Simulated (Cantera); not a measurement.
Input: 1 mol S, 1.2 mol H2O, 26 mol N2, held at 550 °C and 0.100 bar.

These are equilibrium values from Cantera (NASA tables, ideal gas, pure condensed phases), not measurements of a reactor. Gases not in the tables: S3 to S7. Rates play no part.

| species | before | after |
|---|---|---|
| N2 | 0.941 | 0.941 |
| H2O | 0.0350 | 0.0327 |
| H2S | 0.00819 | 0.0106 |
| S2 | 0.0118 | 0.00999 |
| H2 | 0.000173 | 7.69e-5 |
| S2O | 8.37e-5 | 0.000149 |
| SO2 | 0.00414 | 0.00528 |
Gas species are given as mole fractions.

Name the change that produced these shifts.
A. H2O from 1.2 to 9.4 mol
B. pressure from 0.100 bar to 1 atm
C. temperature from 550 °C to 2225 °C
D. temperature from 550 °C to 2502 °C

B, pressure from 0.100 bar to 1 atm
